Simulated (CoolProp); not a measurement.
The numbers come from the reference Helmholtz-energy equation of state, Wagner 2002 in CoolProp.

Task: For water, give the phase and the cp (kJ/(kg K)), cv (kJ/(kg K)) at 558.3 K and 0.174 MPa.

Result: 
- 558.3 K and 0.174 MPa: gas; cp 2.02, cv 1.54
